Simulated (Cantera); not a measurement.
Cantera run, input and output.

```python
import numpy as np
import cantera as ct

gas = ct.Solution("gri30.yaml")
gas.TPX = 1225, 2700000, {'CH4': 1, 'CO': 0.54, 'O2': 3.78, 'N2': 37.8, 'CO2': 12}
reactor = ct.IdealGasConstPressureReactor(gas, energy="on", clone=False)
net = ct.ReactorNet([reactor])
net.rtol, net.atol = 1e-08, 1e-16
show = ['CH4', 'CO', 'O2', 'C2H', 'CH2CO', 'C2H2']
times = np.geomspace(3e-06, 1, 16)

steps = ct.SolutionArray(gas, extra=["t"])
rows = []
print(f"{'t/s':>10s}{'T/K':>9s}{'P/Pa':>11s}" + "".join(f"{s:>11s}" for s in show))
for t in times:
    while net.time < t:
        t_next = net.step()
        steps.append(gas.state, t=t_next)
    rows.append([np.interp(t, steps.t, y) for y in (steps.T, steps.P, *steps(*show).X.T)])
    print(f"{t:10.3e}{rows[-1][0]:9.1f}{rows[-1][1]:11.4g}" + "".join(f"{x:11.3e}" for x in rows[-1][2:]))
rate = np.gradient(steps.T, steps.t)
print("integrator steps:", len(steps.t))
if steps.T.max() > steps.T[0] + 200:
    print(f"time of steepest temperature rise: {steps.t[rate.argmax()]:.4e} s")
gas.TPX = 1225, 2700000, {'CH4': 1, 'CO': 0.54, 'O2': 3.78, 'N2': 37.8, 'CO2': 12}
gas.equilibrate("HP")
print(f"equilibrium (HP): T = {gas.T:.1f} K  " + "  ".join(f"{s} {gas[s].X[0]:.3e}" for s in show))
```

Result:

```
       t/s      T/K       P/Pa        CH4         CO         O2        C2H      CH2CO       C2H2
 3.000e-06   1225.0    2.7e+06  1.814e-02  9.797e-03  6.858e-02  4.430e-31  1.047e-14  1.633e-20
 7.003e-06   1225.0    2.7e+06  1.814e-02  9.797e-03  6.858e-02  3.664e-30  6.090e-14  1.048e-19
 1.635e-05   1225.0    2.7e+06  1.814e-02  9.797e-03  6.858e-02  5.496e-29  3.581e-13  1.017e-18
 3.817e-05   1225.0    2.7e+06  1.814e-02  9.797e-03  6.858e-02  2.594e-27  2.226e-12  2.558e-17
 8.910e-05   1225.0    2.7e+06  1.814e-02  9.796e-03  6.858e-02  3.254e-25  1.517e-11  1.460e-15
 2.080e-04   1225.0    2.7e+06  1.814e-02  9.796e-03  6.857e-02  5.097e-23  1.061e-10  1.032e-13
 4.856e-04   1225.1    2.7e+06  1.812e-02  9.793e-03  6.856e-02  2.798e-21  5.745e-10  3.554e-12
 1.134e-03   1225.5    2.7e+06  1.807e-02  9.785e-03  6.852e-02  9.228e-20  2.958e-09  6.894e-11
 2.646e-03   1227.7    2.7e+06  1.777e-02  9.767e-03  6.825e-02  1.486e-17  5.314e-08  2.906e-09
 6.178e-03   1651.0    2.7e+06 -1.484e-17  2.450e-05  2.753e-02  4.942e-21  6.228e-18  7.091e-17
 1.442e-02   1651.1    2.7e+06  4.588e-18  1.101e-05  2.752e-02  1.151e-21  1.617e-18  1.796e-17
 3.367e-02   1651.1    2.7e+06  3.360e-18  1.101e-05  2.752e-02  1.128e-22  2.909e-19  1.761e-18
 7.860e-02   1651.1    2.7e+06  1.644e-18  1.101e-05  2.752e-02  4.038e-25  7.528e-20  6.304e-21
 1.835e-01   1651.1    2.7e+06  3.122e-19  1.101e-05  2.752e-02  8.166e-27  1.421e-20  1.275e-22
 4.284e-01   1651.1    2.7e+06  6.500e-21  1.101e-05  2.752e-02  9.845e-29  2.958e-22  1.537e-24
 1.000e+00   1651.1    2.7e+06  1.467e-23  1.101e-05  2.752e-02 -3.252e-29  6.268e-25 -5.075e-25
integrator steps: 1659
time of steepest temperature rise: 4.5325e-03 s
equilibrium (HP): T = 1649.3 K  CH4 2.282e-26  CO 1.086e-05  O2 2.712e-02  C2H 1.601e-38  CH2CO 2.768e-29  C2H2 1.488e-34
```

Model: GRI-Mech 3.0 (53 species, 325 reactions), integrated in Cantera. The pressure lies above the range GRI-Mech 3.0 was tuned for (to about 10 atm).
